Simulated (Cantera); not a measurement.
Input: 1 mol SiH2Cl2, 0.22 mol Cl2, 30 mol H2, at 1200 K and 1000 Pa.

Method: chemical equilibrium by Gibbs-energy minimisation in Cantera with the NASA 1993 tables (ideal gas, pure condensed phases). Candidate condensed phases: Si; 19 gas species. The tables' values for SiCl3 are old estimates; treat these amounts as uncertain. The numbers say what is thermodynamically allowed, not how fast it happens.

Base state: H2 0.938, HCl 0.0518, SiCl2 0.00674, SiCl4 0.00137, SiCl3 0.00103, SiHCl3 0.000675, SiH2Cl2 4.35e-5 (mole fractions); condensed: Si(s).

What changes in the equilibrium state with this change: H2 from 30 to 70 mol?


```
species      before     after
----------  -------  --------
H2            0.938     0.969
HCl          0.0518    0.0285
SiCl2       0.00674   0.00198
SiCl4       0.00137  0.000118
SiCl3       0.00103  0.000163
Si(s), mol    0.683     0.828
```

What changes in the equilibrium state with this change: pressure from 1000 Pa to 240 Pa?


| species | before | after |
|---|---|---|
| H2 | 0.938 | 0.935 |
| HCl | 0.0518 | 0.0558 |
| SiCl2 | 0.00674 | 0.00786 |
| SiH2Cl2 | 4.35e-5 | 1.21e-5 |
| SiHCl3 | 0.000675 | 0.000203 |
| Si(s), mol | 0.683 | 0.706 |
